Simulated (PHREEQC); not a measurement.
NH3 is added in steps, without added water, to 1 kg of water holding 1.2 mmol/kgw H2SO4 and 0.043 mmol/kgw AlCl3, at 25 °C. Oxygen alone is held at its pressure in air (log pO2 = -0.68). The system is closed to CO2. Precipitation was switched off in this run.

Base run: PHREEQC, ion-association model, wateq4f.dat. Each further column changes one thing. The table gives HSO4- (mol/kgw).

```csv
NH3 added (mol),base,H2SO4 from 0.0012 to 0.0024 mol/kgw,AlCl3 replaced by NaCl at the same molality,solids may form
0,0.000170,(withheld),(withheld),0.000170
0.0002833,0.000152,0.000520,(withheld),0.000152
0.0007083,0.000124,0.000478,0.000127,0.000124
0.0009917,0.000105,0.000449,0.000107,0.000105
0.001417,7.46e-5,(withheld),7.63e-5,7.46e-5
0.0017,5.38e-5,0.000375,5.51e-5,5.38e-5
0.001983,3.25e-5,0.000344,3.32e-5,3.25e-5
0.002408,8.90e-7,0.000297,(withheld),1.96e-6
0.002692,1.07e-9,0.000265,4.12e-10,1.07e-9
0.003117,2.35e-10,0.000215,1.68e-10,2.35e-10
0.0034,1.55e-10,(withheld),1.21e-10,1.55e-10
```

Task: Fill in the missing entries.

Result: 
- 0, H2SO4 from 0.0012 to 0.0024 mol/kgw: 0.000547
- 0, AlCl3 replaced by NaCl at the same molality: 0.000174
- 0.0002833, AlCl3 replaced by NaCl at the same molality: 0.000156
- 0.001417, H2SO4 from 0.0012 to 0.0024 mol/kgw: 0.000405
- 0.002408, AlCl3 replaced by NaCl at the same molality: 1.41e-8
- 0.0034, H2SO4 from 0.0012 to 0.0024 mol/kgw: 0.000180

In at least one series the solution becomes supersaturated in solids that the run did not let form, among them Al(OH)3(a), Basaluminite.  Solids allowed in the column 'solids may form': Al(OH)3(a), Basaluminite.
